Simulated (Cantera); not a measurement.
A Cantera script and what it prints.

```python
import numpy as np
import cantera as ct

gas_names = """
    C CO CO2 C2 C2O C3 C3O2 C4 C5 O O2 O3 Pb PbO Pb2
""".split()
cond_names = """
    C(gr) Pb(cr) Pb(L) PbO(rd) PbO(yw) PbO(L) PbO2(s) Pb3O4(s)
""".split()


# ... load() reads the species with a 1 bar reference pressure and builds the phases ...
atoms = {
    'Pb': {'Pb': 1},
    'CO': {'C': 1, 'O': 1},
}
top_T = {'C(gr)': 4500, 'Pb3O4(s)': 820}  # K; cautious upper limits of use, not melting points


# ... equilibrate(T, P, feed) seeds the gas with the atoms and calls Mixture.equilibrate('TP', solver="vcs", rtol=1e-11, max_steps=5000) ...
results = []
feed = {'Pb': 1, 'CO': 18}  # mol
T = 1400  # K
for P in [10, 61, 370, 2200, 13000, 82000, 500000, 3000000]:
    mix = equilibrate(T, P, feed)
    results.append((T, P, feed, dict(zip(mix.species_names, mix.species_moles))))

top = {s: max(r[3][s] / sum(r[3][g] for g in gas_names) for r in results) for s in gas_names}
cols = sorted((s for s in top if top[s] > 0.0001), key=lambda s: -top[s])[:5]
seen = [c for c in cond_names if any(r[3].get(c, 0) > 1e-12 for r in results)]
print("log10 of partial pressures in bar; condensed amounts in mol")
print(f"{'P/Pa':>10s}" + "".join(f"{s[:9]:>10s}" for s in cols + seen))
for T, P, feed, n in results:
    ng = sum(n[g] for g in gas_names)
    print(f"{P:10.4g}" + "".join(f"{np.log10(max(n[s] / ng * P / 1e5, 1e-99)):10.3f}" for s in cols)
          + "".join(f"{n.get(c, 0):10.4g}" for c in seen))
```

Output:

```
log10 of partial pressures in bar; condensed amounts in mol
      P/Pa        CO        Pb       CO2     C(gr)     Pb(L)
        10    -4.023    -5.279   -10.813 2.926e-06         0
        61    -3.238    -4.493    -9.242 1.785e-05         0
       370    -2.455    -3.711    -7.676 0.0001083         0
      2200    -1.681    -2.936    -6.128 0.0006436         0
   1.3e+04    -0.910    -2.165    -4.585  0.003801         0
   8.2e+04    -0.091    -2.060    -2.948   0.02495    0.8068
     5e+05     0.695    -2.060    -1.376    0.1503    0.9688
     3e+06     1.456    -2.060     0.147     0.804     0.995
```

Method: chemical equilibrium by Gibbs-energy minimisation in Cantera with the NASA 1993 tables (ideal gas, pure condensed phases).
